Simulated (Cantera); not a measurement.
Feed: 1 mol B2O3, 7.7 mol N2, 61 mol H2, 2.9 mol H2O, held at 1125 °C and 21000 Pa.

Cantera equilibrium calculation (NASA polynomials, part measured and part estimated; ideal gas, pure solids and liquids). Candidate condensed phases: B, BN, B2O3, B3O3H3, H2O; 39 gas species. Gases not in the tables: H3BO3. The numbers say what is thermodynamically allowed, not how fast it happens.

Base state: H2 0.850, N2 0.107, H2O 0.0384, HBO2 0.00392, HBO 2.40e-5, (HBO2)3 2.11e-5, B2O3 1.09e-5 (mole fractions); condensed: B2O3(l).

Task: What changes in the equilibrium state with this change: B2O3 replaced by borazine?

Result: 
```csv
species,before,after
H2,0.850,0.883
N2,0.107,0.114
H2O,0.0384,0.00207
HBO2,0.00392,0.000910
(HBO2)3,2.11e-5,2.64e-7
HBO,2.40e-5,0.000107
B2O3,1.09e-5,1.09e-5
"B2O3(l), mol",0.856,0.865
"BN(s), mol",0,1.19
```
The feed counts by its element totals alone. Mutual solubility and eutectic melting of coexisting phases are not modelled.

Task: What changes in the equilibrium state with this change: temperature from 1125 °C to 550 °C?

Result: 
```json
[
 {"species": "H2", "before": "0.850", "after": "0.852"},
 {"species": "N2", "before": "0.107", "after": "0.108"},
 {"species": "H2O", "before": "0.0384", "after": "0.0401"},
 {"species": "HBO2", "before": "0.00392", "after": "1.21e-7"},
 {"species": "(HBO2)3", "before": "2.11e-5", "after": "0.000291"},
 {"species": "HBO", "before": "2.40e-5", "after": "<1e-9"},
 {"species": "B2O3", "before": "1.09e-5", "after": "<1e-9"},
 {"species": "NH3", "before": "4.65e-6", "after": "0.000129"},
 {"species": "B2O3(l), mol", "before": "0.856", "after": "0.969"}
]
```
